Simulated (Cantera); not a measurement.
**Thermodynamics of silicon etching in halogen gases, feed Si + Br₂ + HBr**

Feed: 1 mol Si, 5.4 mol Br₂, 5.8 mol HBr, at 10.0 mbar.

These are equilibrium values from Cantera (NASA tables, ideal gas, pure condensed phases), not measurements of a reactor. Candidate condensed phases: Br₂, Si; 19 gas species. The tables' values for SiBr₃ are old estimates; treat these amounts as uncertain. Equilibrium is a limit: real reactors are often held back by kinetics, nucleation or transport.

From 650 K to 1700 K nothing is condensed. The main Si-bearing gas is SiBr₄ at 650 K and SiBr₂ at 1700 K.

```json
[
 {"T (K)": "650", "log p HBr": "-2.25", "log p Br": "-6.22", "log p Br₂": "-2.48", "log p SiBr₄": "-3.01", "log p SiBr₂": "<-14", "log p SiBr₃": "<-14", "log p H₂": "-11.37", "log p H": "<-14"},
 {"T (K)": "800", "log p HBr": "-2.25", "log p Br": "-4.76", "log p Br₂": "-2.48", "log p SiBr₄": "-3.01", "log p SiBr₂": "<-14", "log p SiBr₃": "-11.86", "log p H₂": "-9.76", "log p H": "<-14"},
 {"T (K)": "950", "log p HBr": "-2.25", "log p Br": "-3.76", "log p Br₂": "-2.49", "log p SiBr₄": "-3.01", "log p SiBr₂": "-13.47", "log p SiBr₃": "-9.53", "log p H₂": "-8.65", "log p H": "-13.58"},
 {"T (K)": "1100", "log p HBr": "-2.26", "log p Br": "-3.06", "log p Br₂": "-2.56", "log p SiBr₄": "-3.03", "log p SiBr₂": "-10.52", "log p SiBr₃": "-7.82", "log p H₂": "-7.80", "log p H": "-11.49"},
 {"T (K)": "1250", "log p HBr": "-2.30", "log p Br": "-2.60", "log p Br₂": "-2.78", "log p SiBr₄": "-3.07", "log p SiBr₂": "-8.15", "log p SiBr₃": "-6.47", "log p H₂": "-7.04", "log p H": "-9.84"},
 {"T (K)": "1400", "log p HBr": "-2.35", "log p Br": "-2.39", "log p Br₂": "-3.23", "log p SiBr₄": "-3.11", "log p SiBr₂": "-6.03", "log p SiBr₃": "-5.29", "log p H₂": "-6.19", "log p H": "-8.41"},
 {"T (K)": "1550", "log p HBr": "-2.37", "log p Br": "-2.31", "log p Br₂": "-3.80", "log p SiBr₄": "-3.21", "log p SiBr₂": "-4.18", "log p SiBr₃": "-4.30", "log p H₂": "-5.28", "log p H": "-7.14"},
 {"T (K)": "1700", "log p HBr": "-2.42", "log p Br": "-2.26", "log p Br₂": "-4.29", "log p SiBr₄": "-3.97", "log p SiBr₂": "-3.32", "log p SiBr₃": "-4.15", "log p H₂": "-4.56", "log p H": "-6.11"}
]
```
log p: log10 of the partial pressure in bar; nothing condenses.
